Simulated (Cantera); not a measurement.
V2O3 + H2 (hydrogen reduction and annealing atmospheres)

Feed: 1 mol V2O3, a varied amount of H2, held at 0.100 bar.

Method: chemical equilibrium by Gibbs-energy minimisation in Cantera with the NASA 1993 tables (ideal gas, pure condensed phases). Candidate condensed phases: H2O, V, VO, V2O3, V2O4, V2O5; 12 gas species. Mutual solubility and eutectic melting of coexisting phases are not modelled. VO: taken at fixed stoichiometry. Condensed phases not in the tables: the oxides between V2O3 and V2O5 other than VO2. Rates play no part.

Stable condensed phases:

```
T in K \ n(H2) in mol
         8.9  12  17  23  32  45  62  85 120
   1950    A   A   A   A   A   B   B   B   B
   1850    A   A   A   A   A   A   B   B   B
   1750    A   A   A   A   A   A   A   B   B
   1650    A   A   A   A   A   A   A   A   A
   1550    A   A   A   A   A   A   A   A   A
   1450    A   A   A   A   A   A   A   A   A
   1350    A   A   A   A   A   A   A   A   A
   1250    A   A   A   A   A   A   A   A   A
   1150    A   A   A   A   A   A   A   A   A
   1050    A   A   A   A   A   A   A   A   A
```

A: VO + V2O3; B: VO.
